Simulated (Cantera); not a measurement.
**Adiabatic ignition**

An adiabatic, constant-pressure homogeneous reactor starts with CH4 : CO : O2 : N2 = 1 : 0.6 : 1.28 : 4.8 (molar parts), at 1350 K and 1.00 bar.

Detailed kinetics in Cantera: GRI-Mech 3.0 (53 species, 325 reactions).

| t (s) | T (K) | x CH4 | x CO | x O2 | x C2H | x O | x H2O |
|---|---|---|---|---|---|---|---|
| 5.00e-6 | 1350 | 0.130 | 0.0781 | 0.167 | <1e-12 | 2.45e-9 | 2.75e-8 |
| 1.28e-5 | 1350 | 0.130 | 0.0781 | 0.167 | <1e-12 | 2.54e-9 | 8.97e-8 |
| 3.27e-5 | 1350 | 0.130 | 0.0781 | 0.167 | <1e-12 | 2.78e-9 | 3.18e-7 |
| 8.36e-5 | 1350 | 0.130 | 0.0781 | 0.167 | <1e-12 | 3.50e-9 | 1.30e-6 |
| 0.000214 | 1350 | 0.130 | 0.0781 | 0.167 | <1e-12 | 5.73e-9 | 5.91e-6 |
| 0.000547 | 1350 | 0.130 | 0.0781 | 0.167 | <1e-12 | 1.19e-8 | 3.01e-5 |
| 0.00140 | 1351 | 0.130 | 0.0781 | 0.167 | <1e-12 | 2.02e-8 | 0.000156 |
| 0.00358 | 1355 | 0.129 | 0.0781 | 0.166 | <1e-12 | 3.37e-8 | 0.000743 |
| 0.00914 | 1403 | 0.121 | 0.0793 | 0.159 | 1.01e-12 | 2.67e-7 | 0.00775 |
| 0.0234 | 2556 | 1.85e-12 | 0.151 | 0.000157 | <1e-12 | 0.000239 | 0.142 |
| 0.0598 | 2555 | 1.86e-12 | 0.151 | 0.000156 | <1e-12 | 0.000238 | 0.142 |
| 0.153 | 2555 | 1.86e-12 | 0.151 | 0.000156 | <1e-12 | 0.000238 | 0.142 |
| 0.391 | 2555 | 1.86e-12 | 0.151 | 0.000156 | <1e-12 | 0.000238 | 0.142 |
| 1.00 | 2555 | 1.86e-12 | 0.151 | 0.000156 | <1e-12 | 0.000238 | 0.142 |
x: mole fraction; the columns are a selection and need not sum to one.

```yaml
time_of_steepest_temperature_rise: 10.8 ms
temperature at 1.00 s: 2555 K
equilibrium_temperature: 2555 K
x(CH4) at 1.00 s: 1.86e-12 (gas-phase equilibrium 2.11e-12)
x(CO) at 1.00 s: 0.151 (gas-phase equilibrium 0.151)
x(O2) at 1.00 s: 0.000156 (gas-phase equilibrium 0.000156)
```
